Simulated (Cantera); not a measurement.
Charge: 1 mol CH₃SiH₃, 9.9 mol H₂, held at 0.860 bar.

Cantera equilibrium calculation (NASA polynomials, part measured and part estimated; ideal gas, pure solids and liquids). Candidate condensed phases: C, C₆H₆, C₇H₈, C₈H₁₈, Si, SiC; 87 gas species. The feed counts by its element totals alone. Gases not in the tables: Si₂H₆ and higher silanes. The numbers say what is thermodynamically allowed, not how fast it happens. All values below are at 2273 K.

Base state: H₂ 0.990, H 0.00901, Si 0.000380, C₂H₂ (acetylene) 0.000331, SiH₂ 0.000184, SiH 0.000135, CH₄ 5.67e-5, Si₂C 2.84e-5 (mole fractions); condensed: SiC(s).

**Question.** What changes in the equilibrium state with this change: CH₃SiH₃ replaced by SiHCl₃?

**Answer.** 
```csv
species,before,after
H₂,0.990,0.791
HCl,0,0.147
SiCl₂,0,0.0493
SiCl,0,0.00122
Cl,0,0.00108
SiCl₃,0,0.000751
"SiC(s), mol",0.990,0
"Si(l), mol",0,0.368
```
The tables' values for SiCl, SiCl₃ are old estimates; treat these amounts as uncertain.
